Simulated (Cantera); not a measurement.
A closed system holds: 1 mol Fe(CO)5, 0.8 mol N2, equilibrated at 1 atm.

Method: chemical equilibrium by Gibbs-energy minimisation in Cantera with the NASA 1993 tables (ideal gas, pure condensed phases). Candidate condensed phases: C, Fe, Fe(CO)5, FeO, Fe2O3, Fe3O4; 27 gas species. Iron dissolves carbon and melts from about 1420 K in contact with it, which pure phases cannot show. Condensed phases not in the tables: cementite and carbon dissolved in iron. Kinetics and transport are ignored.

x: gas mole fraction; n: condensed amount in mol.

| T (K) | x CO | x N2 | x CO2 | x Fe | x C2N2 | n C(graphite) | n Fe(α) | n Fe(γ) |
|---|---|---|---|---|---|---|---|---|
| 1098 | 0.795 | 0.146 | 0.0585 | 1.15e-12 | <1e-12 | 0.321 | 1.00 | 0 |
| 1148 | 0.830 | 0.142 | 0.0284 | 7.88e-12 | <1e-12 | 0.160 | 1.00 | 0 |
| 1198 | 0.846 | 0.140 | … | … | <1e-12 | … | 0 | 1.00 |
| 1248 | 0.854 | 0.139 | 0.00729 | 2.30e-10 | 3.05e-12 | 0.0420 | 0 | 1.00 |
| 1298 | 0.858 | 0.138 | 0.00395 | 1.02e-9 | 9.70e-12 | 0.0228 | 0 | 1.00 |
| 1348 | 0.860 | 0.138 | 0.00223 | 4.02e-9 | 2.84e-11 | 0.0129 | 0 | 1.00 |
| 1398 | 0.861 | 0.138 | … | … | … | … | 0 | 1.00 |
| 1448 | 0.861 | 0.138 | 0.000803 | 4.71e-8 | 1.94e-10 | 0.00466 | 0 | 1.00 |
| 1498 | 0.861 | 0.138 | 0.000508 | 1.42e-7 | 4.62e-10 | 0.00295 | 0 | 1.000 |
| 1548 | 0.862 | 0.138 | 0.000331 | 3.98e-7 | 1.04e-9 | 0.00192 | 0 | 1.000 |

Question: Fill in the missing entries.

Answer: 
- 1398, x CO2: 0.00131
- 1398, x Fe: 1.44e-8
- 1398, x C2N2: 7.68e-11
- 1398, n C(graphite): 0.00761
- 1198, x CO2: 0.0141
- 1198, x Fe: 4.58e-11
- 1198, n C(graphite): 0.0806
